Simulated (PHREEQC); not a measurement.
Solution (30 °C): 0.009 mol/kgw KCl, 6.4e-05 mol/kgw Na2SO4 and 0.0011 mol/kgw LiCl. Closed to the air; pH follows from the charge balance.

The numbers come from PHREEQC with the Pitzer model, pitzer.dat.

The ionic strength comes out as 0.0103 mol/kgw. What activity coefficients do Li+, Na+, K+, SO4-2, Cl- get?

Li+ 0.90, Na+ 0.90, K+ 0.90, SO4-2 0.64, Cl- 0.90. Single-ion values are on the MacInnes scale.

Precipitation was switched off in this run.
